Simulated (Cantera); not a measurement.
Input (Python, Cantera):

```python
import numpy as np
import cantera as ct

gas = ct.Solution("gri30.yaml")
gas.TPX = 2525, 5200, {'CH4': 0.027, 'H2': 1, 'O2': 0.016, 'N2': 0.0096}
inlet = ct.Reservoir(gas, clone=True)

reactor = ct.IdealGasConstPressureReactor(gas, energy="off", clone=False)
exhaust = ct.Reservoir(gas, clone=True)
tau = [4.5, 1.1, 0.25, 0.06, 0.014, 0.0033, 0.00079][0]
for a, b in ((inlet, reactor), (reactor, exhaust)):
    ct.MassFlowController(a, b, mdot=lambda t: reactor.mass / tau)
net = ct.ReactorNet([reactor])
show = ['CH4', 'H2', 'O2', 'C2H2', 'OH', 'CH3', 'C2H']

rows = []
print(f"{'tau/s':>10s}{'T/K':>9s}" + "".join(f"{s:>11s}" for s in show))
for tau in [4.5, 1.1, 0.25, 0.06, 0.014, 0.0033, 0.00079]:
    net.initial_time = 0.0
    net.advance(30 * tau)
    before = gas.X
    net.advance(40 * tau)
    drift = np.max(np.abs(gas.X - before) / (gas.X + 1e-9))
    rows.append([gas.T, *gas[show].X, drift])
    print(f"{tau:10.3e}{gas.T:9.1f}" + "".join(f"{x:11.3e}" for x in gas[show].X))
```

It prints:

```
     tau/s      T/K        CH4         H2         O2       C2H2         OH        CH3        C2H
 4.500e+00   2525.0  1.311e-06  8.514e-01  4.427e-08  3.936e-07  1.178e-04  3.064e-06  3.931e-09
 1.100e+00   2525.0  5.773e-06  8.558e-01  1.205e-07  6.548e-06  1.141e-04  1.289e-05  6.244e-08
 2.500e-01   2525.0  3.347e-05  8.714e-01  5.440e-07  1.283e-04  1.061e-04  6.253e-05  1.022e-06
 6.000e-02   2525.0  1.910e-04  8.953e-01  3.116e-06  1.181e-03  1.140e-04  2.501e-04  6.576e-06
 1.400e-02   2525.0  7.578e-04  9.090e-01  1.846e-05  3.887e-03  1.542e-04  7.116e-04  1.550e-05
 3.300e-03   2525.0  2.276e-03  9.137e-01  9.992e-05  6.553e-03  1.895e-04  1.661e-03  2.035e-05
 7.900e-04   2525.0  5.849e-03  9.157e-01  5.000e-04  6.162e-03  1.893e-04  3.437e-03  1.551e-05
```

Model: GRI-Mech 3.0 (53 species, 325 reactions), integrated in Cantera.
